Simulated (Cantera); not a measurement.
A perfectly stirred reactor is fed with H2 : O2 = 0.24 : 1 (molar parts), equivalence ratio 0.12, at 2600 Pa; it is held at 1150 K, and followed from long to short residence time.

Detailed kinetics in Cantera: the H2/O2 subset of GRI-Mech 3.0, which has no nitrogen chemistry. Radical loss at walls, strong at low pressure, is not modelled. The temperature is held fixed by assumption; the heat of reaction is taken as removed at once.

| quantity | before | after |
|---|---|---|
| x(H2) at τ = 12.0 s | 9.10e-5 | 0.000189 |
| x(O2) at τ = 12.0 s | 0.785 | 0.786 |
| x(HO2) at τ = 12.0 s | 2.19e-6 | 3.85e-6 |
| x(H2O2) at τ = 12.0 s | 2.38e-7 | 3.67e-7 |
| x(H2O) at τ = 12.0 s | 0.214 | 0.214 |
| x(H2) at τ = 57.0 ms | 0.00258 | 0.00477 |
| x(O2) at τ = 57.0 ms | 0.778 | 0.782 |
| x(HO2) at τ = 57.0 ms | 1.60e-5 | 2.31e-5 |
| x(H2O2) at τ = 57.0 ms | 8.44e-7 | 1.05e-6 |
| x(H2O) at τ = 57.0 ms | 0.208 | 0.207 |

Task: Which change was made?
A. temperature 1150 to 1398 K
B. temperature 1150 to 1450 K
C. H2 0.24 to 0.071 parts
D. temperature 1150 to 1025 K

Result: D, temperature 1150 to 1025 K
